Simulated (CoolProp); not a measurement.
The fluid at 302.39 K and 0.339 MPa is throttled through a valve to 0.0432 MPa with no heat exchange. The same conditions are run with several fluids, on thermodynamics alone (safety and materials aside).

Model: reference Helmholtz-energy equation of state of each fluid (chloromethane (R40): Thol 2014; propyne: Polt 1992; hydrogen chloride: Thol 2018; CH3F (R41): Lemmon 2006; R407C: Lemmon 2003), in CoolProp. The equations of Platzer and Polt are older, rougher fits. Blends and air are pseudo-pure fits.

Task: Rank chloromethane (R40), propyne, hydrogen chloride, CH3F (R41), R407C by temperature change (K), highest first.

Result: hydrogen chloride (-4.6), CH3F (R41) (-5.2), R407C (-6.0), propyne (-7.1), chloromethane (R40) (-11.1)

| fluid | final density (kg/m³) |
|---|---|
| chloromethane (R40) | 0.908 |
| propyne | 0.710 |
| hydrogen chloride | 0.638 |
| CH3F (R41) | 0.597 |
| R407C | 1.52 |
